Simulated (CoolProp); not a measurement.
Properties of R1132(E) along the isotherm 245 K (Tc = 348.8 K, pc = 5.174 MPa, ω = 0.245).

The numbers come from the reference Helmholtz-energy equation of state, Akasaka 2024 in CoolProp.

```csv
p (MPa),phase,density (kg/m³),speed of sound (m/s)
0.0206,gas,0.6506,193.3
0.0302,gas,0.9558,193.0
0.0443,gas,1.407,192.5
0.065,gas,2.074,191.9
0.0954,gas,3.065,191.0
0.14,gas,4.546,…
0.206,gas,6.801,187.5
0.443,liquid,1083,…
0.65,liquid,1083,…
0.954,liquid,…,797.1
1.4,liquid,…,800.5
2.06,liquid,1087,805.5
3.02,liquid,1089,812.7
```

Complete the blanks.


- 0.14, speed of sound (m/s): 189.6
- 0.443, speed of sound (m/s): 793.1
- 0.65, speed of sound (m/s): 794.7
- 0.954, density (kg/m³): 1084
- 1.4, density (kg/m³): 1085
